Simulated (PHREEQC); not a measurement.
# Metal-bearing waste water: speciation

Dissolve 0.0012 mol NiSO4, 6.7e-05 mol CaCl2 and 1.4e-06 mol NaHCO3 per kg of water at 86 °C. Closed to the air; pH follows from the charge balance.

Computed with PHREEQC (ion-association model, wateq4f.dat).

- pH: 5.84
- ionic strength: 0.00429 mol/kgw

```csv
species,molality,activity,log γ
Ni+2,0.00103,0.000747,-0.139
SO4-2,0.00102,0.000746,-0.137
NiSO4,0.000168,0.000168,0.000
Cl-,0.000134,0.000123,-0.035
Ca+2,5.70e-5,4.17e-5,-0.136
CaSO4,9.95e-6,9.96e-6,0.000
NiOH+,2.74e-6,2.52e-6,-0.035
H+,1.54e-6,1.44e-6,-0.032
Na+,1.39e-6,1.29e-6,-0.035
CO2,9.66e-7,9.67e-7,0.000
HSO4-,5.49e-7,5.07e-7,-0.034
HCO3-,3.17e-7,2.93e-7,-0.034
```

No solid was allowed to form. At this temperature some constants are extrapolated from 25 °C, and those without enthalpy data are left unchanged.
